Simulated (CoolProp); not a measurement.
n-heptane along the isotherm 371.2 K: fugacity coefficient from the reference equation and from simpler models built on Tc = 541.2 K, pc = 27.74 bar, ω = 0.349; each cubic takes its own stable root.

Computed with CoolProp (reference Helmholtz-energy equation of state, Span 2003). It is a short technical equation, of lower accuracy than the large ones.

```json
[
 {"p (bar)": "6.93", "phase": "liquid", "reference": "0.1419", "Redlich-Kwong": "0.2815", "Soave-Redlich-Kwong": "0.1425", "Peng-Robinson": "0.1419"},
 {"p (bar)": "13.9", "phase": "liquid", "reference": "0.07340", "Redlich-Kwong": "0.1466", "Soave-Redlich-Kwong": "0.07402", "Peng-Robinson": "0.07335"},
 {"p (bar)": "20.8", "phase": "liquid", "reference": "0.05086", "Redlich-Kwong": "0.1022", "Soave-Redlich-Kwong": "0.05152", "Peng-Robinson": "0.05081"},
 {"p (bar)": "27.7", "phase": "liquid", "reference": "0.03960", "Redlich-Kwong": "0.08008", "Soave-Redlich-Kwong": "0.04028", "Peng-Robinson": "0.03955"},
 {"p (bar)": "34.7", "phase": "liquid", "reference": "0.03279", "Redlich-Kwong": "0.06673", "Soave-Redlich-Kwong": "0.03350", "Peng-Robinson": "0.03274"},
 {"p (bar)": "41.6", "phase": "liquid", "reference": "0.02836", "Redlich-Kwong": "0.05805", "Soave-Redlich-Kwong": "0.02909", "Peng-Robinson": "0.02830"},
 {"p (bar)": "48.5", "phase": "liquid", "reference": "0.02522", "Redlich-Kwong": "0.05193", "Soave-Redlich-Kwong": "0.02597", "Peng-Robinson": "0.02515"},
 {"p (bar)": "55.5", "phase": "liquid", "reference": "0.02286", "Redlich-Kwong": "0.04734", "Soave-Redlich-Kwong": "0.02364", "Peng-Robinson": "0.02278"},
 {"p (bar)": "62.4", "phase": "liquid", "reference": "0.02107", "Redlich-Kwong": "0.04389", "Soave-Redlich-Kwong": "0.02188", "Peng-Robinson": "0.02099"},
 {"p (bar)": "69.3", "phase": "liquid", "reference": "0.01967", "Redlich-Kwong": "0.04119", "Soave-Redlich-Kwong": "0.02050", "Peng-Robinson": "0.01958"}
]
```
